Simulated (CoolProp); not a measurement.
Vapour-liquid equilibrium of ethanol (1) + cyclohexane (2) at 431.5 K; x and y are mole fractions of (1).

Values from CoolProp's multi-fluid Helmholtz-energy mixture model, Schroeder 2014 and Zhou 2014; pair parameters Bell 2016.

### Question
Give the bubble pressure and the first vapour's composition at x = 0.15, 0.65, 0.75. Is there an azeotrope?

### Answer
x = 0.15: 1.008 MPa, y = 0.389; x = 0.65: 1.306 MPa, y = 0.679; x = 0.75: 1.309 MPa, y = 0.739. y crosses x between x = 0.65 and 0.75: the model has an azeotrope there.

Pair parameters are fitted to limited data, so mixtures are less certain than the pure fluids.
